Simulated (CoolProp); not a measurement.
Computed with CoolProp (reference Helmholtz-energy equation of state, Lemmon 2013).

Give the vapour pressure (bar), liquid density (kg/m³), vapour density (kg/m³), surface tension (mN/m) of saturated propylene at -40.95, -26.75, 1.85 °C.


```tsv
T (°C)	p (bar)	liquid density (kg/m³)	vapour density (kg/m³)	surface tension (mN/m)
-40.95	1.36	602	3.10	15.8
-26.75	2.39	583	5.26	13.8
1.85	6.17	543	13.0	9.93
```

Surface tension comes from a separate correlation (Mulero 2012).
